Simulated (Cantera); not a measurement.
Charge: 1 mol Ti, 17 mol CO, equilibrated at 1473.15 K and 0.100 bar.

These are equilibrium values from Cantera (NASA tables, ideal gas, pure condensed phases), not measurements of a reactor. Candidate condensed phases: C, Ti, TiC, TiO, TiO2, Ti2O3, Ti3O5, Ti4O7; 15 gas species. Mutual solubility and eutectic melting of coexisting phases are not modelled. TiC: taken at fixed stoichiometry. Rates play no part.

Base state: CO 1.000, CO2 0.000120 (mole fractions); condensed: TiC(s) + Ti3O5(s).

Q: What changes in the equilibrium state with this change: Ti replaced by Fe?

A: 
```
species          before    after
-------------  --------  -------
CO                1.000    1.000
CO2            0.000120  8.45e-5
TiC(s), mol       0.626        0
Ti3O5(s), mol     0.125        0
Fe(γ), mol            0    1.000
```
Further candidate phases: Fe, Fe(CO)5, FeO, Fe2O3, Fe3O4.
